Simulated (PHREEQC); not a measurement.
Solution (25 °C): 0.054 mol BaBr2 per kg of water. Closed to the air; pH follows from the charge balance.

The numbers come from PHREEQC with the ion-association model, wateq4f.dat.

- ionic strength: 0.162 mol/kgw

| species | molality | activity | log γ |
|---|---|---|---|
| Br- | 0.108 | 0.0816 | -0.122 |
| Ba+2 | 0.0540 | 0.0173 | -0.494 |
| H+ | 1.34e-7 | 1.08e-7 | -0.094 |
| OH- | 1.27e-7 | 9.21e-8 | -0.140 |
| BaOH+ | 7.17e-9 | 5.39e-9 | -0.124 |

No solid was allowed to form.
